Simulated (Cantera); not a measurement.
Input: 1 mol CuO, 1 mol CO, 2.9 mol N₂, equilibrated at 1875 K and 9.50 bar.

Equilibrium computed with Cantera from the NASA thermochemical tables; the gas is ideal and each condensed phase is pure. Candidate condensed phases: C, Cu, CuO, Cu₂O; 27 gas species. Kinetics and transport are ignored.

Base state: N₂ 0.743, CO₂ 0.255, CO 0.00147, O₂ 0.000595, NO 0.000274, Cu 0.000131 (mole fractions); condensed: Cu(l).

Question: What changes in the equilibrium state with this change: temperature from 1875 K to 2348 K?

Answer: 
```csv
species,before,after
N₂,0.743,0.731
CO₂,0.255,0.237
CO,0.00147,0.0154
Cu,0.000131,0.00701
Cu₂,3.42e-7,7.78e-5
CuO,1.20e-6,0.000135
"Cu(l), mol",0.999,0.971
```
